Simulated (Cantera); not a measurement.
# Sublimation and decomposition of ceramics: ZrN + N₂

Input: 1 mol ZrN, 0.055 mol N₂.

These are equilibrium values from Cantera (NASA tables, ideal gas, pure condensed phases), not measurements of a reactor. Candidate condensed phases: Zr, ZrN; 4 gas species. ZrN: taken at fixed stoichiometry. Condensed phases not in the tables: N, O or C dissolved in the metal. The numbers say what is thermodynamically allowed, not how fast it happens.

### Question
Map the stable condensed phases over T = 1725, 1825, 1925, 2025, 2125, 2225, 2325, 2425, 2525, 2625, 2725, 2825 K and P in Pa = 1, 7.2, 52, 370, 2700, 19000, 140000, 1000000.

### Answer
```
T in K \ P in Pa
               1     7.2      52     370    2700   19000  140000 1000000
   2825        A       A       B       B       B       B       B       B
   2725        A       C       B       B       B       B       B       B
   2625        A       B       B       B       B       B       B       B
   2525        B       B       B       B       B       B       B       B
   2425        B       B       B       B       B       B       B       B
   2325        B       B       B       B       B       B       B       B
   2225        B       B       B       B       B       B       B       B
   2125        B       B       B       B       B       B       B       B
   2025        B       B       B       B       B       B       B       B
   1925        B       B       B       B       B       B       B       B
   1825        B       B       B       B       B       B       B       B
   1725        B       B       B       B       B       B       B       B
```
A: gas only; B: ZrN; C: Zr.
